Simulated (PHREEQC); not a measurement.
Dissolve 0.00025 mol/kgw CdSO4, 0.00018 mol/kgw NaCl and 0.0015 mol/kgw HCl at 25 °C. Closed to the air; pH follows from the charge balance.

Model: ion-association model, phreeqc.dat, run in PHREEQC.

This is a speciation only: nothing precipitates in the calculation.

Q: What pH, specific conductance does the model give?

A: pH 2.85; specific conductance 681 µS/cm.

Q: In which forms is S present?

A: SO4-2 86 %, HSO4- 10 %, CdSO4 3.4 % of the S.

Complexes and solids missing from the database can't appear.
